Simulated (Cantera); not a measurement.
Feed: 1 mol Si3N4, a varied amount of F2, 0.67 mol N2, 2.1 mol Cl2, equilibrated at 477 °C and 570 Pa.

Cantera equilibrium calculation (NASA polynomials, part measured and part estimated; ideal gas, pure solids and liquids). Candidate condensed phases: Si, Si3N4; 24 gas species. Equilibrium is a limit: real reactors are often held back by kinetics, nucleation or transport.

Task: Which condensed phases are stable at each of these points (n(F2) (mol)): 1.2, 1.9, 2.6, 3.3, 4, 4.7, 5.4, 6.1, 6.8, 7.5, 8.2, 8.9, 9.6?

Result: 
```tsv
n(F2) (mol)	condensed phases	Si condensed (%)
1.2	Si3N4(s)	45.0
1.9	Si3N4(s)	33.3
2.6	Si3N4(s)	21.7
3.3	Si3N4(s)	10.0
4	gas only	0.0
4.7	gas only	0.0
5.4	gas only	0.0
6.1	gas only	0.0
6.8	gas only	0.0
7.5	gas only	0.0
8.2	gas only	0.0
8.9	gas only	0.0
9.6	gas only	0.0
```

From 1.2 mol F2 to 3.3 mol F2 the condensed part is Si3N4(s). From 4 mol F2 to 9.6 mol F2 nothing is condensed.
